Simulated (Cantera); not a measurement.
Cantera with NASA thermochemical tables; ideal gases at 1 bar, condensed phases pure. Values are per mole of reaction as written; species without (g) are pure solids or liquids, kept so even where they would boil at 1 bar.

Task: Between 1798 and 2698 K, where is each reaction favourable under standard conditions?
- 3 CuF₂(g) + 2 N(g) = 3 Cu + 2 NF₃(g)

Result: 
- 3 CuF₂(g) + 2 N(g) = 3 Cu + 2 NF₃(g): ΔG° is 424 kJ at 1798 K and 785 kJ at 2698 K; it stays positive (K < 1). ΔH° is -271 kJ and ΔS° -391 J/K at 2698 K.
